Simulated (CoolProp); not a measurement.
Vapour pressure (MPa) of carbonyl sulfide: the reference equation beside estimates from Tc = 105.6 °C, pc = 6.369 MPa, ω = 0.098.

Model: reference Helmholtz-energy equation of state, Lemmon 2006, in CoolProp. It is a short technical equation, of lower accuracy than the large ones.

| T (°C) | reference | Lee-Kesler | van der Waals | Redlich-Kwong | Soave-Redlich-Kwong |
|---|---|---|---|---|---|
| -19.15 | 0.3515 | 0.3506 | 1.022 | 0.3835 | 0.3501 |
| -6.95 | 0.5259 | 0.5259 | 1.303 | 0.5759 | 0.5258 |
| 5.25 | 0.7578 | 0.7590 | 1.630 | 0.8297 | 0.7603 |
| 17.45 | 1.057 | 1.060 | 2.006 | 1.154 | 1.064 |
| 29.65 | 1.435 | 1.439 | 2.434 | 1.558 | 1.449 |
| 41.85 | 1.903 | 1.906 | 2.914 | 2.051 | 1.926 |
| 54.05 | 2.472 | 2.475 | 3.450 | 2.640 | 2.506 |
| 66.35 | 3.161 | 3.164 | 4.049 | 3.339 | 3.207 |
| 78.55 | 3.974 | 3.980 | 4.702 | 4.146 | 4.030 |
| 90.75 | 4.936 | 4.947 | 5.415 | 5.071 | 4.992 |

Absolute difference from the reference over all 10 rows, mean and median: Lee-Kesler 0.2 and 0.2 %, van der Waals 76.2 and 61.4 %, Redlich-Kwong 7.3 and 8.2 %, Soave-Redlich-Kwong 0.9 and 1.1 %.
